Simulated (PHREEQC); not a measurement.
Synthetic water in mg/kgw, 20 °C, pH 5.97, pe 10.5:

```tsv
constituent	mg/kgw
Na	0.146
K	0.0363
Ca	0.621
Mg	0.153
Cl	0.0447
S(6) as SO4	0.792
Alkalinity as HCO3	2.02
B	0.000279
Br	0.00333
Cu(2)	0.000425
Li	0.00143
```

Cl is adjusted to close the charge balance.
Valence states are taken as typed.

Equilibrium calculation in PHREEQC: ion-association model, wateq4f.dat.

```
Item                      Value
--------------  ---------------
ionic strength  8.21e-5 mol/kgw
```

```csv
species,molality,activity,log γ
CO2,8.73e-5,8.73e-5,0.000
HCO3-,3.42e-5,3.38e-5,-0.005
Ca+2,1.55e-5,1.48e-5,-0.018
SO4-2,8.21e-6,7.88e-6,-0.018
Na+,6.35e-6,6.28e-6,-0.005
Mg+2,6.28e-6,6.03e-6,-0.018
Cl-,1.44e-6,1.42e-6,-0.005
H+,1.08e-6,1.07e-6,-0.004
K+,9.28e-7,9.19e-7,-0.005
Li+,2.06e-7,2.04e-7,-0.005
Br-,4.17e-8,4.12e-8,-0.005
H3BO3,2.58e-8,2.58e-8,0.000
```

This is a speciation only: nothing precipitates in the calculation. Complexes and solids missing from the database can't appear.
